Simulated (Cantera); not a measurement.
An isothermal, constant-pressure homogeneous reactor starts with 1.08 % CH₃OH, 0.345 % O₂, 98.6 % N₂, equivalence ratio 4.7, at 1123 K and 1.01 bar.

Detailed kinetics in Cantera: GRI-Mech 3.0 (53 species, 325 reactions). GRI-Mech 3.0 was tuned for natural gas; its chemistry of methanol as a main component is partial and can be far from experiment.

One state of this run: x CH₃OH = 1.67e-11; x O₂ = 7.24e-7; x C₂H₂ = 1.25e-8; x C₂H₆ = 2.53e-10; x H₂ = 0.0149; x CO₂ = 0.000372; x O = 7.81e-12. x: mole fraction; the columns are a selection and need not sum to one.

**Question.** Which value of t (s) does it belong to?
A. 1.02
B. 0.0731
C. 0.0126
D. 83.0

**Answer.** A, 1.02
